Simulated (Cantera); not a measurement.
A closed system holds: 1 mol AlCl3, 170 mol NH3, 66 mol N2, held at 10.0 mbar.

Cantera equilibrium calculation (NASA polynomials, part measured and part estimated; ideal gas, pure solids and liquids). Candidate condensed phases: Al, AlCl3, AlN, NH4Cl; 20 gas species. The numbers say what is thermodynamically allowed, not how fast it happens.

Problem. Which condensed phases are stable at each of these points (T (°C)): 1077, 1102, 1127, 1152, 1177, 1202, 1227, 1252, 1277, 1302?

Solution. 
| T (°C) | condensed phases | Al condensed (%) |
|---|---|---|
| 1077 | AlN(s) | 97.0 |
| 1102 | AlN(s) | 95.5 |
| 1127 | AlN(s) | 93.0 |
| 1152 | AlN(s) | 89.2 |
| 1177 | AlN(s) | 83.2 |
| 1202 | AlN(s) | 74.3 |
| 1227 | AlN(s) | 61.7 |
| 1252 | AlN(s) | 44.4 |
| 1277 | AlN(s) | 22.4 |
| 1302 | gas only | 0.0 |

From 1077 °C to 1277 °C the condensed part is AlN(s). At 1302 °C nothing is condensed.
